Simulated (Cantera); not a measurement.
An adiabatic, constant-volume homogeneous reactor starts with 25.3 % CO, 1.26 % H2, 14.7 % O2, 55.4 % N2, 3.29 % H2O, at 1000 K and 0.898 atm.

Cantera simulation using GRI-Mech 3.0 (53 species, 325 reactions); the numbers are that mechanism's predictions, not measurements.

Question: Predict: time of steepest temperature rise; temperature at 7.00 s; equilibrium temperature; x(CO) at 7.00 s; x(H2) at 7.00 s; x(O2) at 7.00 s; x(NO2) at 7.00 s; x(OH) at 7.00 s.

Answer: 
| Item | Result |
|---|---|
| time of steepest temperature rise | 1.40 ms |
| temperature at 7.00 s | 2715 K |
| equilibrium temperature | 2715 K |
| x(CO) at 7.00 s | 0.0715 (gas-phase equilibrium 0.0715) |
| x(H2) at 7.00 s | 0.00216 (gas-phase equilibrium 0.00216) |
| x(O2) at 7.00 s | 0.0420 (gas-phase equilibrium 0.0420) |
| x(NO2) at 7.00 s | 6.19e-6 (gas-phase equilibrium 6.19e-6) |
| x(OH) at 7.00 s | 0.00957 (gas-phase equilibrium 0.00957) |
